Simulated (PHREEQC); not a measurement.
Solution (25 °C): 0.46 mol/kgw CuSO4, 0.0013 mol/kgw HBF4 and 0.0013 mol/kgw H3BO3. Closed to the air; pH follows from the charge balance.

Computed with PHREEQC (ion-association model, phreeqc.dat).

```tsv
quantity	before	after
pH	3.22	2.81
ionic strength (mol/kgw)	0.816	0.820
H3BO3 (mol/kgw)	0.00219	0.00232
H2BO3- (mol/kgw)	3.28e-9	1.37e-9
```

Question: What was changed between the two runs?
A. HBF4 left out
B. HBF4 from 0.0013 to 0.0026 mol/kgw
C. HBF4 from 0.0013 to 0.0065 mol/kgw
D. CuSO4 left out
E. H3BO3 from 0.0013 to 0.00195 mol/kgw

Answer: C, HBF4 from 0.0013 to 0.0065 mol/kgw

Precipitation was switched off in this run. The ionic strength passes 0.7 mol/kgw, the rough limit of the ion-association models, in every such run. Real BF4- forms and hydrolyses slowly; the run takes it at equilibrium.
